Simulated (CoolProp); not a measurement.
1-butene along the isotherm -55.55 °C: Z from the reference equation and from simpler models built on Tc = 146.1 °C, pc = 4.006 MPa, ω = 0.192; each cubic takes its own stable root.

Values from CoolProp's reference Helmholtz-energy equation of state, Lemmon 2005. It is a short technical equation, of lower accuracy than the large ones.

```tsv
p (MPa)	phase	reference
3.64	liquid	0.1654
7.28	liquid	0.3294
10.9	liquid	0.4912
14.6	liquid	0.6554
18.2	liquid	0.8140
21.8	liquid	0.9716
25.5	liquid	1.133
29.1	liquid	1.288
32.8	liquid	1.447
36.4	liquid	1.601
40.1	liquid	1.759
```

Q: How far does each simpler model (Redlich-Kwong, Soave-Redlich-Kwong, Peng-Robinson) lie from the reference over these 11 states: mean and median of the absolute difference, and the worst?

A: 
- Redlich-Kwong: mean 8.8 %, median 8.7 %, worst +9.4 % at -55.55 °C and 3.64 MPa
- Soave-Redlich-Kwong: mean 7.8 %, median 7.7 %, worst +8.0 % at -55.55 °C and 3.64 MPa
- Peng-Robinson: mean 3.9 %, median 3.9 %, worst -4.0 % at -55.55 °C and 7.28 MPa
